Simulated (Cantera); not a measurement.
A closed system holds: 1 mol acetone, 0.042 mol O2, equilibrated at 898 K.

Equilibrium computed with Cantera from the NASA thermochemical tables; the gas is ideal and each condensed phase is pure. Candidate condensed phases: C, C6H6, C7H8, C8H18, H2O; 110 gas species. The feed counts by its element totals alone. The ideal-gas law is rough above about 30 bar. Equilibrium is a limit: real reactors are often held back by kinetics, nucleation or transport.

x: gas mole fraction; n: condensed amount in mol.

| P (Pa) | x H2 | x CH4 | x H2O | x CO | x CO2 | n C(graphite) |
|---|---|---|---|---|---|---|
| 10 | 0.735 | 1.73e-5 | 4.93e-5 | 0.265 | 4.14e-5 | 1.92 |
| 100 | 0.735 | ___ | ___ | 0.264 | ___ | 1.92 |
| 1000 | 0.734 | 0.00173 | 0.00474 | 0.256 | 0.00384 | 1.94 |
| 10000 | 0.721 | 0.0167 | 0.0367 | 0.201 | 0.0239 | 2.08 |
| 100000 | 0.593 | 0.113 | 0.144 | 0.0959 | 0.0541 | 2.18 |
| 1000000 | ___ | ___ | ___ | ___ | ___ | ___ |
| 10000000 | 0.120 | 0.458 | 0.338 | 0.0112 | 0.0735 | 1.81 |

Task: What belongs in the gaps?

Result: 
- 1000000, x H2: 0.314
- 1000000, x CH4: 0.315
- 1000000, x H2O: 0.269
- 1000000, x CO: 0.0339
- 1000000, x CO2: 0.0677
- 1000000, n C(graphite): 1.97
- 100, x CH4: 0.000173
- 100, x H2O: 0.000491
- 100, x CO2: 0.000411
